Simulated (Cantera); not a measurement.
What does this Cantera script print?

```python
import numpy as np
import cantera as ct

gas_names = """
    CL CL2 H HCL H2 N NH NH2 NH3 N2 N2H2 N2H4 Si SiCL SiCL2 SiCL3 SiCL4 SiH SiHCL3 SiH2 SiH2CL2 SiH3
    SiH3CL SiH4 SiN Si2 Si2N Si3
""".split()
cond_names = """
    NH4CL(a) NH4CL(b) Si(cr) Si(L) Si3N4(a)
""".split()


# ... load() reads the species with a 1 bar reference pressure and builds the phases ...
atoms = {
    'SiHCl3': {'Si': 1, 'H': 1, 'CL': 3},
    'NH3': {'N': 1, 'H': 3},
    'H2': {'H': 2},
    'N2': {'N': 2},
}
top_T = {'Si3N4(a)': 2400}  # K; cautious upper limits of use, not melting points


# ... equilibrate(T, P, feed) seeds the gas with the atoms and calls Mixture.equilibrate('TP', solver="vcs", rtol=1e-11, max_steps=5000) ...
results = []
T = 1500  # K
P = 68  # Pa
for m in [4, 5.6, 7.8, 11, 15, 21, 30, 41, 58, 80]:
    feed = {'SiHCl3': 1, 'NH3': 0.19, 'H2': m, 'N2': 12}  # mol
    mix = equilibrate(T, P, feed)
    results.append((T, P, feed, dict(zip(mix.species_names, mix.species_moles))))
    x = sorted(zip(gas.X, gas.species_names), reverse=True)
    print(f"T = {T:g} K  P = {P:g} Pa  n(H2) = {m:g} mol  gas = {mix.phase_moles(0):.4g} mol")
    print("   x: " + "  ".join(f"{s} {v:.3e}" for v, s in x if v > 1e-06))
    print("   condensed (mol): " + ("  ".join(f"{mix.phase(i).name} {mix.phase_moles(i):.4g}"
          for i in range(1, mix.n_phases) if mix.phase_moles(i) > 1e-12) or "none"))
```

Output:

```
T = 1500 K  P = 68 Pa  n(H2) = 4 mol  gas = 18.11 mol
   x: N2 6.531e-01  H2 2.147e-01  HCL 9.860e-02  SiCL2 3.272e-02  SiCL3 4.522e-04  H 3.128e-04  CL 1.158e-04  SiCL4 1.985e-05  SiCL 1.410e-05  SiHCL3 4.477e-06  Si 3.483e-06
   condensed (mol): Si3N4(a) 0.1328
T = 1500 K  P = 68 Pa  n(H2) = 5.6 mol  gas = 19.67 mol
   x: N2 5.991e-01  H2 2.754e-01  HCL 9.800e-02  SiCL2 2.669e-02  H 3.543e-04  SiCL3 3.237e-04  CL 1.016e-04  SiCL 1.311e-05  SiCL4 1.247e-05  Si 3.689e-06  SiHCL3 3.629e-06
   condensed (mol): Si3N4(a) 0.156
T = 1500 K  P = 68 Pa  n(H2) = 7.8 mol  gas = 21.83 mol
   x: N2 5.378e-01  H2 3.459e-01  HCL 9.433e-02  SiCL2 2.116e-02  H 3.970e-04  SiCL3 2.204e-04  CL 8.727e-05  SiCL 1.210e-05  SiCL4 7.291e-06  Si 3.964e-06  SiHCL3 2.769e-06
   condensed (mol): Si3N4(a) 0.1776
T = 1500 K  P = 68 Pa  n(H2) = 11 mol  gas = 24.99 mol
   x: N2 4.682e-01  H2 4.277e-01  HCL 8.735e-02  SiCL2 1.609e-02  H 4.415e-04  SiCL3 1.396e-04  CL 7.267e-05  SiCL 1.105e-05  Si 4.348e-06  SiCL4 3.846e-06  SiHCL3 1.950e-06
   condensed (mol): Si3N4(a) 0.1979
T = 1500 K  P = 68 Pa  n(H2) = 15 mol  gas = 28.96 mol
   x: H2 5.055e-01  N2 4.029e-01  HCL 7.877e-02  SiCL2 1.224e-02  H 4.799e-04  SiCL3 8.808e-05  CL 6.029e-05  SiCL 1.013e-05  Si 4.806e-06  SiCL4 2.013e-06  SiHCL3 1.338e-06
   condensed (mol): Si3N4(a) 0.2141
T = 1500 K  P = 68 Pa  n(H2) = 21 mol  gas = 34.93 mol
   x: H2 5.894e-01  N2 3.331e-01  HCL 6.794e-02  SiCL2 8.864e-03  H 5.183e-04  SiCL3 5.095e-05  CL 4.815e-05  SiCL 9.186e-06  Si 5.455e-06
   condensed (mol): Si3N4(a) 0.2293
T = 1500 K  P = 68 Pa  n(H2) = 30 mol  gas = 43.91 mol
   x: H2 6.729e-01  N2 2.644e-01  HCL 5.592e-02  SiCL2 6.137e-03  H 5.537e-04  CL 3.710e-05  SiCL3 2.717e-05  SiCL 8.255e-06  Si 6.363e-06
   condensed (mol): Si3N4(a) 0.2429
T = 1500 K  P = 68 Pa  n(H2) = 41 mol  gas = 54.89 mol
   x: H2 7.380e-01  N2 2.111e-01  HCL 4.584e-02  SiCL2 4.367e-03  H 5.799e-04  CL 2.903e-05  SiCL3 1.513e-05  SiCL 7.506e-06  Si 7.393e-06
   condensed (mol): Si3N4(a) 0.2528
T = 1500 K  P = 68 Pa  n(H2) = 58 mol  gas = 71.88 mol
   x: H2 7.996e-01  N2 1.610e-01  HCL 3.579e-02  SiCL2 2.945e-03  H 6.036e-04  CL 2.178e-05  Si 8.858e-06  SiCL3 7.657e-06  SiCL 6.747e-06
   condensed (mol): Si3N4(a) 0.2622
T = 1500 K  P = 68 Pa  n(H2) = 80 mol  gas = 93.87 mol
   x: H2 8.463e-01  N2 1.231e-01  HCL 2.788e-02  SiCL2 2.019e-03  H 6.210e-04  CL 1.649e-05  Si 1.059e-05  SiCL 6.110e-06  SiCL3 3.976e-06
   condensed (mol): Si3N4(a) 0.2694
```

Method: chemical equilibrium by Gibbs-energy minimisation in Cantera with the NASA 1993 tables (ideal gas, pure condensed phases). The tables' values for SiCl3, SiCl are old estimates; treat these amounts as uncertain.
